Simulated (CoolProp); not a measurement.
A single-stage vapour-compression cycle with R13: evaporating at 229.15 K (dew point), condensing at 266.15 K (bubble point), superheat 2 K, subcooling 5 K, compressor efficiency 0.9, no pressure losses. Each further row changes one setting.

Values from CoolProp's reference Helmholtz-energy equation of state, Platzer 1990. This equation is an older, rougher fit; its heat capacities, sound speeds and derivatives of the liquid may be far off and weren't checked against measurements.

| case | cooling COP | pressure ratio | discharge temperature (K) | refrigerating effect (kJ/kg) | volumetric capacity (kJ/m³) |
|---|---|---|---|---|---|
| as stated | 4.50 | 3.14 | 282.4 | 96.3 | 3120 |
| evaporating temperature 234.15 K | 5.45 | 2.63 | 280.2 | 97.9 | 3780 |
| condensing temperature 261.15 K | 5.42 | 2.74 | 275.8 | 102 | 3300 |
| subcooling 10 K | 4.76 | 3.14 | 282.4 | 102 | 3300 |
| superheat 12 K | 4.49 | 3.14 | 292.3 | 103 | 3130 |
| compressor efficiency 0.8 | 4.00 | 3.14 | 285.7 | 96.3 | 3120 |
